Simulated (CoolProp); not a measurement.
The numbers come from the reference Helmholtz-energy equation of state, Zhou 2016 in CoolProp.

Question: Give the vapour pressure (MPa), liquid density (kg/m³), vapour density (kg/m³), liquid cp (kJ/(kg K)) of saturated R245ca at 268.9, 370.4 K.

Answer: 
```csv
T (K),p (MPa),liquid density (kg/m³),vapour density (kg/m³),liquid cp (kJ/(kg K))
268.9,0.0277,1460,1.69,1.34
370.4,0.873,1180,46.3,1.55
```
